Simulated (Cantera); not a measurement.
Input: 1 mol HMDSO, 0.39 mol O3, 0.21 mol H2, held at 195 Torr.

Equilibrium computed with Cantera from the NASA thermochemical tables; the gas is ideal and each condensed phase is pure. Candidate condensed phases: C, C6H6, C7H8, C8H18, H2O, Si, SiC, SiO2; 123 gas species. The feed counts by its element totals alone. Mutual solubility and eutectic melting of coexisting phases are not modelled. The tables hold silica as quartz up to 1696 K and as liquid above; real silica turns to tridymite and cristobalite and melts near 1996 K. Equilibrium is a limit: real reactors are often held back by kinetics, nucleation or transport.

Which condensed phases are stable at each of these points (T (K)): 798, 898, 998, 1098, 1198, 1298, 1398, 1498, 1598, 1698, 1798, 1898?


```tsv
T (K)	condensed phases	Si condensed (%)
798	C(graphite) + SiC(s) + SiO2(α-quartz)	100.0
898	C(graphite) + SiC(s) + SiO2(β-quartz)	100.0
998	C(graphite) + SiC(s) + SiO2(β-quartz)	100.0
1098	C(graphite) + SiC(s) + SiO2(β-quartz)	100.0
1198	C(graphite) + SiC(s) + SiO2(β-quartz)	100.0
1298	C(graphite) + SiC(s) + SiO2(β-quartz)	100.0
1398	C(graphite) + SiC(s) + SiO2(β-quartz)	100.0
1498	C(graphite) + SiC(s) + SiO2(β-quartz)	99.9
1598	C(graphite) + SiC(s)	99.7
1698	C(graphite) + SiC(s)	99.6
1798	C(graphite) + SiC(s)	99.4
1898	C(graphite) + SiC(s)	99.2
```

At 798 K the condensed part is C(graphite) + SiC(s) + SiO2(α-quartz). From 898 K to 1498 K the condensed part is C(graphite) + SiC(s) + SiO2(β-quartz). From 1598 K to 1898 K the condensed part is C(graphite) + SiC(s).
